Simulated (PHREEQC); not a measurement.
A solution holds 2.3 mmol/kgw Cu(NO3)2, 1.2 mmol/kgw HBF4 and 4.3 mmol/kgw H3BO3, at 10 °C. Closed to the air; pH follows from the charge balance.

The numbers come from PHREEQC with the ion-association model, wateq4f.dat.

Each row changes one thing in this solution. Precipitation was switched off in this run.

```
case                                   pH  ionic strength (mol/kgw)  H3BO3 (mol/kgw)  CuOH+ (mol/kgw)  H2BO3- (mol/kgw)  Cu(OH)2 (mol/kgw)  SI of Tenorite (CuO)  SI of Cu(OH)2 (Cu(OH)2)
-----------------------------------  ----  ------------------------  ---------------  ---------------  ----------------  -----------------  --------------------  -----------------------
as made                              2.84                   0.00843          0.00466          1.21e-8           1.54e-9           1.60e-11                 -5.33                    -6.35
H3BO3 from 0.0043 to 0.0086 mol/kgw  2.84                   0.00843          0.00886          1.22e-8           2.94e-9           1.61e-11                 -5.32                    -6.34
temperature from 10 to 75 °C         2.97                   0.00801          0.00510          1.59e-8           6.69e-9           2.79e-11                 -2.89                    -3.91
HBF4 left out                        5.20                   0.00690          0.00430          2.88e-6           3.24e-7            8.80e-7                 -0.59                    -1.61
diluted 10-fold with water           3.47                   0.00104         0.000549          6.13e-9          7.29e-10           3.66e-11                 -4.97                    -5.99
```

Constants without temperature data keep their 25 °C values here. Real BF4- forms and hydrolyses slowly; the run takes it at equilibrium.
